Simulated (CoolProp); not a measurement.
Vapour-liquid equilibrium of chloromethane (R40) (1) + isobutene (2) at 2.65 °C; x and y are mole fractions of (1).

Computed with CoolProp (multi-fluid Helmholtz-energy mixture model, Thol 2014 and Lemmon 2005; pair parameters Bell 2016).

**Question.** Give the bubble pressure and the first vapour's composition at x = 0.35, 0.65, 0.95. Is there an azeotrope?

**Answer.** x = 0.35: 2.082 bar, y = 0.517; x = 0.65: 2.465 bar, y = 0.760; x = 0.95: 2.792 bar, y = 0.967. No azeotrope shows between x = 0.05 and 0.95.

The pair parameters rest on a limited set of measurements; away from them the model extrapolates.
